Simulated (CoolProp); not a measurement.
Vapour-liquid equilibrium of R134a (1) + R227EA (2) at 277.1 K; x and y are mole fractions of (1).

The numbers come from the multi-fluid Helmholtz-energy mixture model, Tillner-Roth 1994 and Lemmon 2016; pair parameters Bell 2016 in CoolProp.

```
x     bubble pressure, mixture model (kPa)  bubble pressure, Raoult's law (kPa)  y, mixture model  y, Raoult's law
----  ------------------------------------  -----------------------------------  ----------------  ---------------
0.05                                 233.5                                231.4             0.078            0.073
0.2                                  255.1                                248.1             0.280            0.272
0.35                                 274.6                                264.8             0.447            0.446
0.5                                  292.1                                281.5             0.590            0.599
0.65                                 307.7                                298.2             0.719            0.735
0.8                                  321.4                                314.8             0.840            0.857
0.95                                 333.5                                331.5             0.960            0.966
```

The largest gap from Raoult's law is +3.8 % in bubble pressure, at x = 0.5. No azeotrope shows between x = 0.05 and 0.95.

The pair parameters rest on a limited set of measurements; away from them the model extrapolates.
